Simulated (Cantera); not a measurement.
Input: 1 mol NH3, a varied amount of SO2, 2.5 mol N2, at 2525 K and 1330 Pa.

Cantera equilibrium calculation (NASA polynomials, part measured and part estimated; ideal gas, pure solids and liquids). Candidate condensed phases: H2O, H2SO4, S; 35 gas species. Rates play no part.

x: gas mole fraction; nothing condenses.

```tsv
n(SO2) (mol)	x N2	x H2	x H	x H2O	x SO	x SO2	x S	x OH
0.0039	0.626	0.250	0.122	0.00140	1.52e-5	8.88e-8	0.000647	0.000145
0.0093	0.625	0.248	0.121	(withheld)	(withheld)	(withheld)	(withheld)	(withheld)
0.022	0.623	0.244	0.120	0.00755	0.000426	1.38e-5	0.00328	0.000792
0.054	0.620	0.232	0.117	0.0172	0.00212	0.000163	0.00685	0.00184
0.13	0.611	(withheld)	0.112	(withheld)	(withheld)	(withheld)	(withheld)	(withheld)
0.31	0.589	0.175	0.102	0.0629	0.0265	0.00992	0.0176	0.00778
0.74	0.540	0.127	0.0867	0.0916	0.0604	0.0453	0.0201	0.0133
```

### Question
Fill in the missing entries.

### Answer

- 0.13, x H2: 0.211
- 0.13, x H2O: 0.0354
- 0.13, x SO: 0.00856
- 0.13, x SO2: 0.00150
- 0.13, x S: 0.0122
- 0.13, x OH: 0.00399
- 0.0093, x H2O: 0.00330
- 0.0093, x SO: 8.30e-5
- 0.0093, x SO2: 1.15e-6
- 0.0093, x S: 0.00149
- 0.0093, x OH: 0.000343
